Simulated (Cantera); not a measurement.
Charge: 1 mol FeS2, 7 mol H2, 0.054 mol H2O, at 1 atm.

Cantera equilibrium calculation (NASA polynomials, part measured and part estimated; ideal gas, pure solids and liquids). Candidate condensed phases: Fe, FeO, Fe(OH)2, Fe(OH)3, FeS, FeSO4, FeS2, Fe2O3, Fe2(SO4)3, Fe3O4, H2O, H2SO4, S; 22 gas species. FeS: taken at fixed stoichiometry. The numbers say what is thermodynamically allowed, not how fast it happens.

Question: At 1348 K, list the 5 most abundant gas species with their mole fractions, and the condensed phases.

Answer: H2 0.851, H2S 0.141, H2O 0.00765, S2 0.000397, SH 0.000152. Condensed: FeS(s).
